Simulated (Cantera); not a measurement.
**Si2Cl6 + N2 (silicon epitaxy and polysilicon growth)**

Feed: 1 mol Si2Cl6, 33 mol N2, at 1 atm.

Method: chemical equilibrium by Gibbs-energy minimisation in Cantera with the NASA 1993 tables (ideal gas, pure condensed phases). Candidate condensed phases: Si, Si3N4; 13 gas species. The feed counts by its element totals alone. N2 is the only nitrogen source here; it is nearly inert below about 1500 K, so the nitride shown seldom forms there in practice. The tables' values for SiCl3 are old estimates; treat these amounts as uncertain. The numbers say what is thermodynamically allowed, not how fast it happens.

| T (K) | log p N2 | log p SiCl4 | log p SiCl3 | log p SiCl2 | n Si3N4(s) |
|---|---|---|---|---|---|
| 850 | -0.01 | -1.35 | -6.59 | -9.98 | 0.167 |
| 900 | -0.01 | -1.35 | -6.02 | -9.01 | 0.167 |
| 950 | -0.01 | -1.35 | -5.51 | -8.15 | 0.167 |
| 1000 | -0.01 | -1.35 | -5.05 | -7.37 | 0.167 |
| 1050 | -0.01 | -1.35 | -4.64 | -6.67 | 0.167 |
| 1100 | -0.01 | -1.35 | -4.27 | -6.03 | 0.167 |
| 1150 | -0.01 | -1.35 | -3.92 | -5.46 | 0.166 |
| 1200 | -0.01 | -1.35 | -3.61 | -4.93 | 0.166 |
| 1250 | -0.01 | -1.36 | -3.33 | -4.44 | 0.165 |
| 1300 | -0.01 | -1.36 | -3.06 | -3.99 | 0.164 |
| 1350 | -0.01 | -1.36 | -2.82 | -3.58 | 0.161 |
| 1400 | -0.01 | -1.37 | -2.60 | -3.21 | 0.156 |
| 1450 | -0.01 | -1.39 | -2.41 | -2.86 | 0.148 |
| 1500 | -0.02 | -1.42 | -2.23 | -2.54 | 0.134 |
log p: log10 of the partial pressure in bar; n: condensed amount in mol.

From 850 K to 1500 K the condensed part is Si3N4(s). The main Si-bearing gas is SiCl4 throughout.
